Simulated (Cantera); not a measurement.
Ignition delay

Mixture: 30.2 % CO, 2.96 % H2, 4.22 % CH4, 13.2 % O2, 49.5 % N2, at 12000 Torr, adiabatic and at constant volume. Ignition delay is the time to a rise of 400 K.

Computed with Cantera and GRI-Mech 3.0 (53 species, 325 reactions). The pressure lies above the range GRI-Mech 3.0 was tuned for (to about 10 atm).

```
T0 (K)  delay (ms)
------  ----------
1275        0.0846
1325        0.0588
1375        0.0420
1425        0.0305
1475        0.0224
1525        0.0167
1575        0.0126
1625       0.00961
1675       0.00742
```

| Item | Result |
|---|---|
| apparent activation energy between 1575 and 1675 K | 120 kJ/mol |
